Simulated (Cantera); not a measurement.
**Adiabatic ignition**

An adiabatic, constant-pressure homogeneous reactor starts with CH4 : C2H6 : C3H8 : O2 : N2 = 1 : 0.057 : 0.28 : 3.37 : 12.7 (molar parts), equivalence ratio 1.1, at 1525 K and 4.05 atm.

Computed with Cantera and GRI-Mech 3.0 (53 species, 325 reactions). GRI-Mech 3.0 was tuned for natural gas; its chemistry of propane as a main component is partial and can be far from experiment.

```
t (s)     T (K)   x CH4   x C2H6   x C3H8     x CO    x CH2    x HCO   x H2O2
--------  -----  ------  -------  -------  -------  -------  -------  -------
6.00e-6    1522  0.0569  0.00331   0.0149  3.78e-5  8.40e-8  1.36e-7  7.24e-6
2.23e-5    1540  0.0537  0.00401  0.00981  0.00152  2.83e-7  2.12e-6  2.05e-5
8.28e-5    2862  <1e-12   <1e-12   <1e-12   0.0497   <1e-12  1.34e-7  5.07e-7
0.000307   2875  <1e-12   <1e-12   <1e-12   0.0491   <1e-12  1.24e-7  4.99e-7
0.00114    2868  <1e-12   <1e-12   <1e-12   0.0495   <1e-12  1.24e-7  4.71e-7
0.00424    2868  <1e-12   <1e-12   <1e-12   0.0495   <1e-12  1.24e-7  4.70e-7
0.0158     2868  <1e-12   <1e-12   <1e-12   0.0495   <1e-12  1.24e-7  4.70e-7
0.0585     2868  <1e-12   <1e-12   <1e-12   0.0495   <1e-12  1.24e-7  4.70e-7
0.217      2868  <1e-12   <1e-12   <1e-12   0.0495   <1e-12  1.24e-7  4.70e-7
0.808      2868  <1e-12   <1e-12   <1e-12   0.0495   <1e-12  1.24e-7  4.70e-7
3.00       2868  <1e-12   <1e-12   <1e-12   0.0495   <1e-12  1.24e-7  4.70e-7
```
x: mole fraction; the columns are a selection and need not sum to one.

| Item | Value |
|---|---|
| time of steepest temperature rise | 43.8 µs |
| temperature at 3.00 s | 2868 K |
| equilibrium temperature | 2868 K |
| x(CH4) at 3.00 s | <1e-12 (gas-phase equilibrium <1e-12) |
| x(C2H6) at 3.00 s | <1e-12 (gas-phase equilibrium <1e-12) |
| x(C3H8) at 3.00 s | <1e-12 (gas-phase equilibrium <1e-12) |
